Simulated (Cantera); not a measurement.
## Ignition delay

Mixture: CH₄ : C₂H₆ : O₂ : N₂ = 1 : 0.085 : 1.04 : 4.59 (molar parts), at 280000 Pa, adiabatic and at constant volume. Ignition delay is the time to a rise of 400 K.

Detailed kinetics in Cantera: GRI-Mech 3.0 (53 species, 325 reactions).

```
T0 (K)  delay (ms)
------  ----------
1100          12.9
1150          7.33
1200          4.32
1250          2.60
1300          1.57
1350         0.955
1400         0.580
1450         0.355
```

```json
{
  "apparent activation energy between 1350 and 1450 K": "160 kJ/mol"
}
```
